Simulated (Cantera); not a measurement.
An adiabatic, constant-pressure homogeneous reactor starts with 17.8 % CH4, 14.2 % O2, 53.6 % N2, 14.4 % H2O, equivalence ratio 2.5, at 1575 K and 3380 Torr.

Model: GRI-Mech 3.0 (53 species, 325 reactions), integrated in Cantera.

x: mole fraction; the columns are a selection and need not sum to one.

| t (s) | T (K) | x CH4 | x O2 | x H2O | x OH | x HCN | x NO | x C2H4 |
|---|---|---|---|---|---|---|---|---|
| 6.00e-6 | 1575 | 0.178 | 0.142 | 0.144 | 1.47e-7 | <1e-12 | <1e-12 | 2.51e-8 |
| 1.86e-5 | 1575 | 0.178 | 0.142 | 0.144 | 4.01e-7 | <1e-12 | <1e-12 | 1.24e-6 |
| 5.79e-5 | 1576 | 0.177 | 0.142 | 0.145 | 8.24e-7 | <1e-12 | <1e-12 | 2.82e-5 |
| 0.000180 | 1590 | 0.172 | 0.139 | 0.148 | 2.22e-6 | 1.11e-12 | 7.85e-12 | 0.000433 |
| 0.000558 | 2271 | 0.00315 | 6.67e-7 | 0.214 | 0.000297 | 4.18e-5 | [?] | 2.99e-5 |
| 0.00173 | 2246 | 0.000192 | 3.47e-7 | 0.187 | 0.000200 | 2.59e-5 | [?] | 3.25e-7 |
| 0.00538 | 2244 | 2.08e-9 | 3.51e-7 | 0.187 | 0.000201 | 2.26e-6 | [?] | <1e-12 |
| 0.0167 | 2245 | 1.60e-9 | 3.52e-7 | 0.187 | 0.000201 | 1.22e-6 | [?] | <1e-12 |
| 0.0519 | 2245 | 1.58e-9 | 3.53e-7 | 0.187 | 0.000201 | 6.26e-7 | [?] | <1e-12 |
| 0.161 | 2245 | 1.58e-9 | 3.53e-7 | 0.187 | 0.000201 | 4.63e-7 | 1.37e-5 | <1e-12 |
| 0.500 | 2245 | 1.58e-9 | 3.53e-7 | 0.187 | 0.000201 | 4.58e-7 | 1.36e-5 | <1e-12 |

Question: Some entries are withheld; supply them.

Answer: 
- 0.000558, x NO: 1.32e-5
- 0.00173, x NO: 5.17e-5
- 0.00538, x NO: 5.89e-5
- 0.0167, x NO: 3.52e-5
- 0.0519, x NO: 1.84e-5
